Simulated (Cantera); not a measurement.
Low-pressure radical oxidation in H2/O2

A perfectly stirred reactor is fed with 1.48 % H₂, 98.5 % O₂, equivalence ratio 0.0075, at 20.0 Torr; it is held at 1425 K, and followed from long to short residence time.

Computed with Cantera and the H2/O2 subset of GRI-Mech 3.0, which has no nitrogen chemistry. Radical loss at walls, strong at low pressure, is not modelled.

```
τ (s)       x H₂   x O₂      x OH       x O    x HO₂
------  --------  -----  --------  --------  -------
13       5.43e-6  0.985  0.000377  0.000398  1.36e-7
4.6      1.03e-5  0.984  0.000528  0.000782  2.17e-7
1.6      1.92e-5  0.983  0.000734   0.00152  3.36e-7
0.59     3.42e-5  0.982  0.000985   0.00275  4.87e-7
0.21     6.06e-5  0.980   0.00129   0.00472  6.69e-7
0.075   0.000105  0.977   0.00161   0.00724  8.50e-7
0.027   0.000188  0.975   0.00189   0.00954  1.00e-6
0.0097  0.000373  0.973   0.00217    0.0109  1.13e-6
```
x: mole fraction; the columns are a selection and need not sum to one.
